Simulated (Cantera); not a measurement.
Cantera run, input and output.

```python
import numpy as np
import cantera as ct

gas = ct.Solution("gri30.yaml")
gas.TPX = 1600, 31000, {'CH4': 1, 'N2': 14, 'H2O': 0.098}
reactor = ct.IdealGasConstPressureReactor(gas, energy="off", clone=False)
net = ct.ReactorNet([reactor])
net.rtol, net.atol = 1e-08, 1e-18
show = ['CH4', 'H', 'CH2', 'H2', 'C2H4', 'C2H', 'CH3']
times = np.geomspace(0.0007, 80, 10)

steps = ct.SolutionArray(gas, extra=["t"])
rows = []
print(f"{'t/s':>10s}{'T/K':>9s}{'P/Pa':>11s}" + "".join(f"{s:>11s}" for s in show))
for t in times:
    while net.time < t:
        t_next = net.step()
        steps.append(gas.state, t=t_next)
    rows.append([np.interp(t, steps.t, y) for y in (steps.T, steps.P, *steps(*show).X.T)])
    print(f"{t:10.3e}{rows[-1][0]:9.1f}{rows[-1][1]:11.4g}" + "".join(f"{x:11.3e}" for x in rows[-1][2:]))
rate = np.gradient(steps.T, steps.t)
print("integrator steps:", len(steps.t))
if steps.T.max() > steps.T[0] + 200:
    print(f"time of steepest temperature rise: {steps.t[rate.argmax()]:.4e} s")
gas.TPX = 1600, 31000, {'CH4': 1, 'N2': 14, 'H2O': 0.098}
gas.equilibrate("TP")
print(f"equilibrium (TP): T = {gas.T:.1f} K  " + "  ".join(f"{s} {gas[s].X[0]:.3e}" for s in show))
```

It prints:

```
       t/s      T/K       P/Pa        CH4          H        CH2         H2       C2H4        C2H        CH3
 7.000e-04   1600.0    3.1e+04  6.617e-02  1.013e-07  2.457e-09  3.285e-05  9.876e-07  1.326e-15  5.924e-05
 2.553e-03   1600.0    3.1e+04  6.593e-02  2.473e-07  1.977e-08  1.854e-04  3.540e-05  6.284e-13  1.734e-04
 9.313e-03   1600.0    3.1e+04  6.388e-02  1.373e-06  8.632e-08  2.061e-03  6.834e-04  1.727e-10  3.701e-04
 3.397e-02   1600.0    3.1e+04  5.301e-02  5.975e-06  8.992e-08  1.620e-02  2.047e-03  4.751e-09  3.403e-04
 1.239e-01   1600.0    3.1e+04  3.517e-02  1.225e-05  4.796e-08  4.299e-02  5.467e-04  1.325e-08  1.967e-04
 4.520e-01   1600.0    3.1e+04  1.595e-02  2.014e-05  2.396e-08  7.076e-02  1.455e-04  2.225e-08  9.127e-05
 1.649e+00   1600.0    3.1e+04  4.846e-03  2.721e-05  9.434e-09  8.736e-02  9.306e-05  2.954e-08  3.056e-05
 6.013e+00   1600.0    3.1e+04  1.822e-03  3.042e-05  3.992e-09  9.430e-02  9.374e-05  3.106e-08  1.193e-05
 2.193e+01   1600.0    3.1e+04  9.465e-04  3.105e-05  1.834e-09  9.924e-02  9.429e-05  2.909e-08  6.012e-06
 8.000e+01   1600.0    3.1e+04  5.134e-04  3.123e-05  9.320e-10  1.009e-01  9.498e-05  2.859e-08  3.227e-06
integrator steps: 1646
equilibrium (TP): T = 1600.0 K  CH4 2.584e-04  H 3.129e-05  CH2 4.670e-10  H2 1.013e-01  C2H4 2.436e-05  C2H 7.288e-09  CH3 1.621e-06
```

Detailed kinetics in Cantera: GRI-Mech 3.0 (53 species, 325 reactions). GRI-Mech 3.0 stops at C3 and has no aromatics, soot or wall deposition, so with more carbon than oxygen in the feed, carbon stays in small species such as C2H2 where larger ones or solid carbon would form.
